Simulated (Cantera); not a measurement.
# Thermodynamics of oxide etching and cleaning by halides, feed CuO + HF

Charge: 1 mol CuO, 4.8 mol HF, equilibrated at 1.33 mbar.

Method: chemical equilibrium by Gibbs-energy minimisation in Cantera with the NASA 1993 tables (ideal gas, pure condensed phases). Candidate condensed phases: Cu, CuF2, CuO, Cu(OH)2, Cu2O, H2O; 27 gas species. The numbers say what is thermodynamically allowed, not how fast it happens.

From 1073 K to 1398 K the condensed part is Cu2O(s). The main Cu-bearing gas is CuF throughout. The share of Cu in condensed phases is highest at 1073 K (99.4 %) and lowest at 1398 K (76.8 %).

```json
[
 {"T (K)": "1073", "x HF": "0.949", "x O2": "0.0494", "x CuF": "0.00102", "x H2O": "0.000714", "n Cu2O(s)": "0.497"},
 {"T (K)": "1098", "x HF": "0.948", "x O2": "0.0494", "x CuF": "0.00152", "x H2O": "0.000961", "n Cu2O(s)": "0.496"},
 {"T (K)": "1123", "x HF": "0.947", "x O2": "0.0494", "x CuF": "0.00221", "x H2O": "0.00130", "n Cu2O(s)": "0.494"},
 {"T (K)": "1148", "x HF": "0.946", "x O2": "0.0494", "x CuF": "0.00313", "x H2O": "0.00175", "n Cu2O(s)": "0.492"},
 {"T (K)": "1173", "x HF": "0.944", "x O2": "0.0494", "x CuF": "0.00435", "x H2O": "0.00235", "n Cu2O(s)": "0.489"},
 {"T (K)": "1198", "x HF": "0.941", "x O2": "0.0493", "x CuF": "0.00594", "x H2O": "0.00313", "n Cu2O(s)": "0.485"},
 {"T (K)": "1223", "x HF": "0.938", "x O2": "0.0493", "x CuF": "0.00798", "x H2O": "0.00414", "n Cu2O(s)": "0.479"},
 {"T (K)": "1248", "x HF": "0.935", "x O2": "0.0492", "x CuF": "0.0106", "x H2O": "0.00543", "n Cu2O(s)": "0.473"},
 {"T (K)": "1273", "x HF": "0.930", "x O2": "0.0491", "x CuF": "0.0138", "x H2O": "0.00704", "n Cu2O(s)": "0.465"},
 {"T (K)": "1298", "x HF": "0.924", "x O2": "0.0490", "x CuF": "0.0178", "x H2O": "0.00903", "n Cu2O(s)": "0.454"},
 {"T (K)": "1323", "x HF": "0.917", "x O2": "0.0489", "x CuF": "0.0227", "x H2O": "0.0115", "n Cu2O(s)": "0.441"},
 {"T (K)": "1348", "x HF": "0.908", "x O2": "0.0488", "x CuF": "0.0287", "x H2O": "0.0144", "n Cu2O(s)": "0.426"},
 {"T (K)": "1373", "x HF": "0.897", "x O2": "0.0486", "x CuF": "0.0358", "x H2O": "0.0180", "n Cu2O(s)": "0.407"},
 {"T (K)": "1398", "x HF": "0.884", "x O2": "0.0485", "x CuF": "0.0442", "x H2O": "0.0222", "n Cu2O(s)": "0.384"}
]
```
x: gas mole fraction; n: condensed amount in mol.
